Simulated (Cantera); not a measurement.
# Thermodynamics of sublimation and decomposition of ceramics, feed TiC + C + H2

Feed: 1 mol TiC, 0.06 mol C, 0.084 mol H2, equilibrated at 3.80 Pa.

Equilibrium computed with Cantera from the NASA thermochemical tables; the gas is ideal and each condensed phase is pure. Candidate condensed phases: C, C6H6, C7H8, C8H18, Ti, TiC; 77 gas species. TiC: taken at fixed stoichiometry. Rates play no part.

```tsv
T (K)	log p H	log p Ti	log p C3	log p C	log p H2	log p C2	n C(graphite)	n TiC(s)
2500	-4.47	-5.77	-6.30	-6.78	-5.74	-7.34	0.0594	0.992
2525	-4.48	-5.64	-6.14	-6.63	-5.85	-7.17	0.0583	0.989
2550	-4.49	-5.51	-5.97	-6.49	-5.97	-7.00	0.0565	0.985
2575	-4.51	-5.38	-5.81	-6.34	-6.10	-6.84	0.0531	0.978
2600	-4.54	-5.25	-5.65	-6.20	-6.25	-6.68	0.0472	0.969
2625	-4.59	-5.13	-5.50	-6.07	-6.43	-6.53	0.0364	0.954
2650	-4.66	-5.01	-5.35	-5.93	-6.66	-6.37	0.0153	0.927
2675	-4.77	-4.88	-5.26	-5.82	-6.97	-6.26	0	0.871
2700	-4.98	-4.73	-5.20	-5.72	-7.46	-6.17	0	0.707
2725	-5.40	-4.62	-5.15	-5.63	-8.39	-6.09	0	0
2750	-5.40	-4.63	-5.17	-5.56	-8.48	-6.05	0	0
```
log p: log10 of the partial pressure in bar; n: condensed amount in mol.

From 2500 K to 2650 K the condensed part is C(graphite) + TiC(s). From 2675 K to 2700 K the condensed part is TiC(s). From 2725 K to 2750 K nothing is condensed. The main Ti-bearing gas is Ti throughout.
